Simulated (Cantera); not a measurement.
What does this Cantera script print?

```python
import numpy as np
import cantera as ct

gas_names = [...]  # 56 gases of nasa_gas.yaml made of C, N, O, Si
cond_names = """
    C(gr) Si(cr) Si(L) SiC(b) SiO2(Lqz) SiO2(hqz) SiO2(L) Si2N2O(s) Si3N4(a)
""".split()


# ... load() reads the species with a 1 bar reference pressure and builds the phases ...
atoms = {
    'SiO2': {'Si': 1, 'O': 2},
    'C': {'C': 1},
    'N2': {'N': 2},
}
top_T = {'C(gr)': 4500, 'SiC(b)': 3050, 'Si2N2O(s)': 2100, 'Si3N4(a)': 2400}  # K; cautious upper limits of use, not melting points


# ... equilibrate(T, P, feed) seeds the gas with the atoms and calls Mixture.equilibrate('TP', solver="vcs", rtol=1e-11, max_steps=5000) ...
results = []
feed = {'SiO2': 1, 'C': 0.82, 'N2': 0.24}  # mol
P = 600  # Pa
for T in [3000, 3250, 3500, 3750, 4000, 4250, 4500, 4750, 5000]:
    mix = equilibrate(T, P, feed)
    results.append((T, P, feed, dict(zip(mix.species_names, mix.species_moles))))

top = {s: max(r[3][s] / sum(r[3][g] for g in gas_names) for r in results) for s in gas_names}
cols = sorted((s for s in top if top[s] > 1e-05), key=lambda s: -top[s])[:7]
seen = [c for c in cond_names if any(r[3].get(c, 0) > 1e-12 for r in results)]
print("log10 of partial pressures in bar; condensed amounts in mol")
print(f"{'T/K':>10s}" + "".join(f"{s[:9]:>10s}" for s in cols + seen))
for T, P, feed, n in results:
    ng = sum(n[g] for g in gas_names)
    print(f"{T:10.4g}" + "".join(f"{np.log10(max(n[s] / ng * P / 1e5, 1e-99)):10.3f}" for s in cols)
          + "".join(f"{n.get(c, 0):10.4g}" for c in seen))
```

It prints:

```
log10 of partial pressures in bar; condensed amounts in mol
       T/K       SiO        CO         O        Si        N2         N  Electron
      3000    -2.569    -2.660    -3.376    -6.345    -3.192    -6.452    -8.840
      3250    -2.572    -2.659    -3.330    -5.299    -3.194    -5.807    -7.767
      3500    -2.581    -2.661    -3.293    -4.405    -3.198    -5.254    -6.831
      3750    -2.619    -2.673    -3.188    -3.730    -3.214    -4.780    -6.066
      4000    -2.719    -2.700    -3.019    -3.283    -3.251    -4.376    -5.467
      4250    -2.915    -2.742    -2.858    -3.007    -3.317    -4.036    -4.996
      4500    -3.226    -2.787    -2.753    -2.860    -3.410    -3.751    -4.624
      4750    -3.627    -2.823    -2.705    -2.803    -3.535    -3.516    -4.328
      5000    -4.059    -2.862    -2.686    -2.798    -3.717    -3.338    -4.083
```

Cantera equilibrium calculation (NASA polynomials, part measured and part estimated; ideal gas, pure solids and liquids). The tables' values for SiO2, SiN are old estimates; treat these amounts as uncertain.
